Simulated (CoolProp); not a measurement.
Vapour pressure (bar) of toluene: the reference equation beside estimates from Tc = 591.7 K, pc = 41.26 bar, ω = 0.266.

Computed with CoolProp (reference Helmholtz-energy equation of state, Lemmon 2006). It is a short technical equation, of lower accuracy than the large ones.

```
T (K)  reference  van der Waals  Redlich-Kwong  Soave-Redlich-Kwong
-----  ---------  -------------  -------------  -------------------
383.1     0.9948          5.485          1.799               0.9844
396.6      1.440          6.601          2.472                1.431
410.1      2.026          7.858          3.314                2.023
423.6      2.782          9.263          4.346                2.788
437.2      3.744          10.83            [?]                3.767
450.7        [?]            [?]          7.079                4.978
464.2      6.378          14.44          8.811                6.462
477.7        [?]          16.49          10.82                8.255
491.2      10.21          18.72          13.12                10.40
504.7        [?]          21.13          15.73                12.92
518.2      15.55            [?]          18.68                  [?]
531.7        [?]          26.51          21.97                19.29
```

Problem. What belongs in the gaps?

Solution. 
- 437.2, Redlich-Kwong: 5.600
- 450.7, reference: 4.930
- 450.7, van der Waals: 12.55
- 477.7, reference: 8.126
- 504.7, reference: 12.67
- 518.2, van der Waals: 23.73
- 518.2, Soave-Redlich-Kwong: 15.87
- 531.7, reference: 18.89

Absolute difference from the reference over all 12 rows, mean and median: van der Waals 178.9 and 140.5 %, Redlich-Kwong 43.8 and 40.9 %, Soave-Redlich-Kwong 1.2 and 1.2 %.
